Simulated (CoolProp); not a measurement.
The fluid at 447.49 K and 0.614 MPa is throttled through a valve to 0.0677 MPa with no heat exchange. The same conditions are run with several fluids, on thermodynamics alone (safety and materials aside).

Model: reference Helmholtz-energy equation of state of each fluid (ethane: Bücker 2006; R143a: Lemmon and Jacobsen 2000; R113: Marx 1992; R245ca: Zhou 2016; the fluoroketone C6F12O (FK-5-1-12): McLinden 2015), in CoolProp.

Task: Rank ethane, R143a, R113, R245ca, the fluoroketone C6F12O (FK-5-1-12) by temperature change (K), highest first.

Result: ethane (-2.1), R143a (-3.1), R245ca (-4.3), the fluoroketone C6F12O (FK-5-1-12) (-4.7), R113 (-6.5)

```json
[
 {"fluid": "ethane", "final density (kg/m³)": "0.550"},
 {"fluid": "R143a", "final density (kg/m³)": "1.54"},
 {"fluid": "R113", "final density (kg/m³)": "3.49"},
 {"fluid": "R245ca", "final density (kg/m³)": "2.48"},
 {"fluid": "the fluoroketone C6F12O (FK-5-1-12)", "final density (kg/m³)": "5.89"}
]
```
